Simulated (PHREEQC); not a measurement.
Make-up at 90 °C: 0.066 mol/kgw HNO3, 0.00054 mol/kgw AlCl3 and 0.41 mol/kgw KCl. Closed to the air; pH follows from the charge balance.

Model: ion-association model, phreeqc.dat, run in PHREEQC.

Question: The ionic strength comes out as 0.479 mol/kgw. What activity coefficients do Al+3, K+, NO3-, H+, AlOH+2 get?

Answer: Al+3 0.068, K+ 0.61, NO3- 0.58, H+ 0.74, AlOH+2 0.19.

Precipitation was switched off in this run. Away from 25 °C the constants follow the database's enthalpies or fits; those with neither stay at their 25 °C values.
